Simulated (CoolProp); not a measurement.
Vapour-liquid equilibrium of benzene (1) + dimethyl carbonate (2) at 285.6 K; x and y are mole fractions of (1).

The numbers come from the multi-fluid Helmholtz-energy mixture model, Thol 2012 and Zhou 2011; pair parameters Bell 2016 in CoolProp.

Question: Give the bubble pressure and the first vapour's composition at x = 0.5, 0.8, 0.95. Is there an azeotrope?

Answer: x = 0.5: 0.005968 MPa, y = 0.653; x = 0.8: 0.006632 MPa, y = 0.849; x = 0.95: 0.006845 MPa, y = 0.958. No azeotrope shows between x = 0.05 and 0.95.

Pair parameters are fitted to limited data, so mixtures are less certain than the pure fluids.
